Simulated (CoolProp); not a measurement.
Values from CoolProp's reference Helmholtz-energy equation of state, Wu 2011.

Give the vapour pressure (bar), liquid density (kg/m³), vapour density (kg/m³), enthalpy of vaporisation (kJ/kg) of saturated dimethyl ether at 233.9 K.


```json
[
 {"T (K)": "233.9", "p (bar)": "0.516", "liquid density (kg/m³)": "755", "vapour density (kg/m³)": "1.25", "enthalpy of vaporisation (kJ/kg)": "481"}
]
```
